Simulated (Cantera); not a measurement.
A closed system holds: 1 mol SiC, 0.06 mol H2O, 57 mol N2, 0.0068 mol O2, at 1350 K and 0.133 bar.

Method: chemical equilibrium by Gibbs-energy minimisation in Cantera with the NASA 1993 tables (ideal gas, pure condensed phases). Candidate condensed phases: C, C6H6, C7H8, C8H18, H2O, Si, SiC, SiO2, Si2N2O, Si3N4; 151 gas species. N2 is the only nitrogen source here; it is nearly inert below about 1500 K, so the nitride shown seldom forms there in practice. Mutual solubility and eutectic melting of coexisting phases are not modelled. Equilibrium is a limit: real reactors are often held back by kinetics, nucleation or transport.

Task: What is the equilibrium state?

Result: 
| Property | Result |
|---|---|
| x(N2) | 0.999 |
| x(H2) | 0.00106 |
| x(CO) | 1.84e-5 |
| x(HCN) | 1.06e-5 |
| n(C(graphite)) | 0.998 mol |
| n(Si2N2O(s)) | 0.0726 mol |
| n(Si3N4(s)) | 0.285 mol |
| gas amount | 56.42 mol |
| log10 activity of Si(s) (absent) | -3.25 |
